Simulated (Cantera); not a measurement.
An adiabatic, constant-pressure homogeneous reactor starts with 9.51 % CH₄, 19.0 % O₂, 71.5 % N₂, equivalence ratio 1.0, at 1750 K and 12.0 bar.

Cantera simulation using GRI-Mech 3.0 (53 species, 325 reactions); the numbers are that mechanism's predictions, not measurements. The pressure lies above the range GRI-Mech 3.0 was tuned for (to about 10 atm). Above 3000 K some thermodynamic fits are extrapolated.

Problem. Predict: time of steepest temperature rise; temperature at 0.600 s; equilibrium temperature; x(O₂) at 0.600 s; x(CH₂O) at 0.600 s; x(NO) at 0.600 s; x(NO₂) at 0.600 s.

Solution. 
```
Item                                                                Result
---------------------------------  ---------------------------------------
time of steepest temperature rise                                  20.3 µs
temperature at 0.600 s                                              3014 K
equilibrium temperature                                             3014 K
x(O₂) at 0.600 s                     0.0164 (gas-phase equilibrium 0.0164)
x(CH₂O) at 0.600 s                 3.20e-9 (gas-phase equilibrium 3.20e-9)
x(NO) at 0.600 s                     0.0127 (gas-phase equilibrium 0.0127)
x(NO₂) at 0.600 s                  7.02e-6 (gas-phase equilibrium 7.02e-6)
```
